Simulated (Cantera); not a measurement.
Standard-state values (1 bar) from the NASA 1993 polynomials, evaluated with Cantera. Values are per mole of reaction as written; species without (g) are pure solids or liquids, kept so even where they would boil at 1 bar.

5 CrO3(g) + 6 NH3(g) → 6 NO(g) + 5 Cr + 9 H2O(g)

```tsv
T (K)	ΔH° (kJ)	ΔS° (J/K)	ΔG° (kJ)	log10 K
300	111.4	595.1	-67.1	11.68
1398	…	…	…	…
1423	137.4	644.5	-779.6	28.62
1448	…	…	…	…
1473	…	…	…	…
1498	140.6	646.6	-828.1	28.87
1523	141.8	647.4	-844.2	28.95
```

### Question
Some entries are withheld; supply them.

### Answer

- 1398, ΔH° (kJ): 136.5
- 1398, ΔS° (J/K): 643.8
- 1398, ΔG° (kJ): -763.5
- 1398, log10 K: 28.53
- 1448, ΔH° (kJ): 138.4
- 1448, ΔS° (J/K): 645.2
- 1448, ΔG° (kJ): -795.8
- 1448, log10 K: 28.71
- 1473, ΔH° (kJ): 139.5
- 1473, ΔS° (J/K): 645.9
- 1473, ΔG° (kJ): -811.9
- 1473, log10 K: 28.79
